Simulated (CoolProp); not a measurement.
Dimethyl carbonate along the isotherm 585.1 K: Z from the reference equation and from simpler models built on Tc = 557.0 K, pc = 4.909 MPa, ω = 0.346; each cubic takes its own stable root.

Values from CoolProp's reference Helmholtz-energy equation of state, Zhou 2011.

| p (MPa) | phase | reference | van der Waals | Soave-Redlich-Kwong | Peng-Robinson |
|---|---|---|---|---|---|
| 2.23 | gas | 0.8547 | 0.8660 | 0.8590 | 0.8435 |
| 4.46 | gas | 0.6651 | 0.6769 | 0.6810 | 0.6537 |
| 6.69 | supercritical | 0.3877 | 0.3722 | 0.4266 | 0.4001 |
| 8.93 | supercritical | 0.3259 | 0.4148 | 0.3861 | 0.3539 |
| 11.2 | supercritical | 0.3629 | 0.4814 | 0.4247 | 0.3865 |
| 13.4 | supercritical | 0.4081 | 0.5488 | 0.4713 | 0.4274 |
| 15.6 | supercritical | 0.4554 | 0.6164 | 0.5200 | 0.4707 |
| 17.9 | supercritical | 0.5054 | 0.6866 | 0.5714 | 0.5165 |
| 20.1 | supercritical | 0.5531 | 0.7533 | 0.6205 | 0.5604 |
| 22.3 | supercritical | 0.6007 | 0.8194 | 0.6693 | 0.6041 |
| 24.5 | supercritical | 0.6478 | 0.8849 | 0.7177 | 0.6475 |
